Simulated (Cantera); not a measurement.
# Calcination and drying: Ca(OH)2 + CO2 + O2

A closed system holds: 1 mol Ca(OH)2, 2.7 mol CO2, a varied amount of O2, held at 2075 K and 0.0980 bar.

Cantera equilibrium calculation (NASA polynomials, part measured and part estimated; ideal gas, pure solids and liquids). Candidate condensed phases: C, C6H6, C7H8, C8H18, Ca, CaCO3, CaO, Ca(OH)2, H2O; 115 gas species. Kinetics and transport are ignored.

| n(O2) (mol) | x O2 | x CO2 | x H2O | x CO | x OH | x O | x H2 | n CaO(s) |
|---|---|---|---|---|---|---|---|---|
| 0.51 | 0.125 | 0.621 | 0.230 | 0.0136 | 0.00695 | 0.00132 | 0.00104 | 1.000 |
| 1.7 | 0.313 | 0.490 | 0.179 | 0.00676 | 0.00771 | 0.00208 | 0.000510 | 1.000 |
| 3 | 0.445 | 0.396 | 0.144 | 0.00459 | 0.00755 | 0.00248 | 0.000344 | 1.000 |
| 4.2 | 0.528 | 0.336 | 0.122 | 0.00358 | 0.00724 | 0.00270 | 0.000267 | 1.000 |
| 5.4 | 0.589 | 0.292 | 0.106 | 0.00294 | 0.00693 | 0.00286 | 0.000219 | 1.000 |
| 6.7 | 0.640 | 0.256 | 0.0922 | 0.00247 | 0.00661 | 0.00298 | 0.000183 | 1.000 |
| 7.9 | 0.676 | 0.230 | 0.0824 | 0.00216 | 0.00634 | 0.00306 | 0.000160 | 1.000 |
| 9.1 | 0.706 | 0.208 | 0.0745 | 0.00191 | 0.00609 | 0.00313 | 0.000141 | 1.000 |
x: gas mole fraction; n: condensed amount in mol.

From 0.51 mol O2 to 9.1 mol O2 the condensed part is CaO(s). The main Ca-bearing gas is Ca(OH)2 throughout.
